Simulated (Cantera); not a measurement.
Charge: 1 mol CsCl, 4.2 mol H₂, held at 10.0 Pa.

Cantera equilibrium calculation (NASA polynomials, part measured and part estimated; ideal gas, pure solids and liquids). Candidate condensed phases: Cs, CsCl; 9 gas species. Rates play no part. All values below are at 877 °C.

Base state: H₂ 0.807, CsCl 0.192, Cs 0.000369, HCl 0.000369, Cs₂Cl₂ 0.000170 (mole fractions); condensed: gas only.

### Question
What changes in the equilibrium state with this change: H₂ from 4.2 to 1.1 mol?

### Answer
| species | before | after |
|---|---|---|
| H₂ | 0.807 | 0.524 |
| CsCl | 0.192 | 0.474 |
| Cs₂Cl₂ | 0.000170 | 0.00104 |
| HCl | 0.000369 | 0.000521 |
| Cs | 0.000369 | 0.000521 |
